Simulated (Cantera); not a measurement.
What does this Cantera script print?

```python
import numpy as np
import cantera as ct

gas_names = [...]  # 109 gases of nasa_gas.yaml made of C, Cl, H, Si
cond_names = """
    C(gr) C6H6(L) C7H8(L) C8H18(L),n-octa Si(cr) Si(L) SiC(b)
""".split()


# ... load() reads the species with a 1 bar reference pressure and builds the phases ...
atoms = {
    '(CH3)2SiCl2': {'C': 2, 'H': 6, 'Si': 1, 'CL': 2},
    'H2': {'H': 2},
}
top_T = {'C(gr)': 4500, 'SiC(b)': 3050}  # K; cautious upper limits of use, not melting points


# ... equilibrate(T, P, feed) seeds the gas with the atoms and calls Mixture.equilibrate('TP', solver="vcs", rtol=1e-11, max_steps=5000) ...
results = []
feed = {'(CH3)2SiCl2': 1, 'H2': 270}  # mol
P = 133.322  # Pa
for T in [1825, 1925, 2025, 2125, 2225, 2325, 2425, 2525]:
    mix = equilibrate(T, P, feed)
    results.append((T, P, feed, dict(zip(mix.species_names, mix.species_moles))))
    x = sorted(zip(gas.X, gas.species_names), reverse=True)
    print(f"T = {T:g} K  P = {P:g} Pa  gas = {mix.phase_moles(0):.4g} mol")
    print("   x: " + "  ".join(f"{s} {v:.3e}" for v, s in x if v > 0.0001))
    print("   condensed (mol): " + ("  ".join(f"{mix.phase(i).name} {mix.phase_moles(i):.4g}"
          for i in range(1, mix.n_phases) if mix.phase_moles(i) > 1e-12) or "none"))
```

It prints:

```
T = 1825 K  P = 133.322 Pa  gas = 275.7 mol
   x: H2 9.805e-01  H 1.194e-02  HCL 7.178e-03  C2H2,acetylene 2.106e-04
   condensed (mol): C(gr) 0.9117  SiC(b) 0.9707
T = 1925 K  P = 133.322 Pa  gas = 277.8 mol
   x: H2 9.660e-01  H 2.573e-02  HCL 7.042e-03  Si 5.364e-04  C2H2,acetylene 4.424e-04  CL 1.411e-04
   condensed (mol): C(gr) 0.9099  SiC(b) 0.8324
T = 2025 K  P = 133.322 Pa  gas = 282 mol
   x: H2 9.381e-01  H 5.105e-02  HCL 6.785e-03  Si 2.623e-03  C2H2,acetylene 8.489e-04  CL 2.742e-04  SiC2 1.218e-04
   condensed (mol): C(gr) 1.274  SiC(b) 0.1541
T = 2125 K  P = 133.322 Pa  gas = 288.6 mol
   x: H2 8.941e-01  H 9.404e-02  HCL 6.417e-03  Si 3.089e-03  C2H2,acetylene 1.498e-03  CL 4.952e-04  SiC2 2.209e-04
   condensed (mol): C(gr) 0.9917
T = 2225 K  P = 133.322 Pa  gas = 299.2 mol
   x: H2 8.263e-01  H 1.613e-01  HCL 5.846e-03  Si 2.950e-03  C2H2,acetylene 2.424e-03  CL 8.280e-04  SiC2 3.114e-04
   condensed (mol): C(gr) 0.3406
T = 2325 K  P = 133.322 Pa  gas = 315.9 mol
   x: H2 7.302e-01  H 2.575e-01  HCL 5.048e-03  Si 2.795e-03  C2H2,acetylene 2.756e-03  CL 1.278e-03  SiC2 3.243e-04
   condensed (mol): none
T = 2425 K  P = 133.322 Pa  gas = 340.3 mol
   x: H2 6.067e-01  H 3.818e-01  HCL 4.057e-03  Si 2.626e-03  C2H2,acetylene 2.464e-03  CL 1.817e-03  SiC2 2.834e-04
   condensed (mol): none
T = 2525 K  P = 133.322 Pa  gas = 373.4 mol
   x: H 5.239e-01  H2 4.656e-01  HCL 2.986e-03  Si 2.418e-03  CL 2.369e-03  C2H2,acetylene 2.006e-03  SiC2 2.416e-04  C2H 1.708e-04  C3 1.178e-04  C 1.051e-04
   condensed (mol): none
```

Method: chemical equilibrium by Gibbs-energy minimisation in Cantera with the NASA 1993 tables (ideal gas, pure condensed phases). The feed counts by its element totals alone. The tables' values for SiCl are old estimates; treat these amounts as uncertain.
